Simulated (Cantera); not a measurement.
A closed system holds: 1 mol Si(CH3)4, 11 mol H2, equilibrated at 0.140 bar.

Method: chemical equilibrium by Gibbs-energy minimisation in Cantera with the NASA 1993 tables (ideal gas, pure condensed phases). Candidate condensed phases: C, C6H6, C7H8, C8H18, Si, SiC; 87 gas species. Gases not in the tables: Si2H6 and higher silanes. Kinetics and transport are ignored.

### Question
At 1927 °C, list the 6 most abundant gas species with their mole fractions, and the condensed phases.

### Answer
H2 0.982, H 0.0149, C2H2 (acetylene) 0.00252, Si 0.000283, SiH 4.64e-5, CH4 3.55e-5. Condensed: C(graphite) + SiC(s).
